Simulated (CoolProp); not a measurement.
A simple Rankine cycle with R1336mzz(Z): condensing at 333.15 K, boiler at 2.49 MPa, turbine inlet 440.9 K, turbine efficiency 0.6, pump efficiency 0.8, no recuperator. Each further row changes one setting.

Model: reference Helmholtz-energy equation of state, McLinden 2020, in CoolProp.

```json
[
 {"case": "as stated", "thermal efficiency (%)": "9.2", "net work (kJ/kg)": "20.1", "heat in (kJ/kg)": "220", "turbine exit temperature (K)": "381.7", "volume ratio over the turbine": "15.5"},
 {"case": "turbine inlet 460.9 K", "thermal efficiency (%)": "9.2", "net work (kJ/kg)": "23.1", "heat in (kJ/kg)": "(withheld)", "turbine exit temperature (K)": "410.1", "volume ratio over the turbine": "(withheld)"},
 {"case": "condensing temperature 325.15 K", "thermal efficiency (%)": "9.9", "net work (kJ/kg)": "(withheld)", "heat in (kJ/kg)": "230", "turbine exit temperature (K)": "(withheld)", "volume ratio over the turbine": "19.9"},
 {"case": "boiler pressure 1.74 MPa", "thermal efficiency (%)": "8.3", "net work (kJ/kg)": "19.8", "heat in (kJ/kg)": "240", "turbine exit temperature (K)": "401.3", "volume ratio over the turbine": "8.44"},
 {"case": "turbine efficiency 0.5", "thermal efficiency (%)": "7.5", "net work (kJ/kg)": "16.4", "heat in (kJ/kg)": "220", "turbine exit temperature (K)": "385.3", "volume ratio over the turbine": "15.7"}
]
```

### Question
Some entries are withheld; supply them.

### Answer

- turbine inlet 460.9 K, heat in (kJ/kg): 252
- turbine inlet 460.9 K, volume ratio over the turbine: 13.1
- condensing temperature 325.15 K, net work (kJ/kg): 22.7
- condensing temperature 325.15 K, turbine exit temperature (K): 378.2
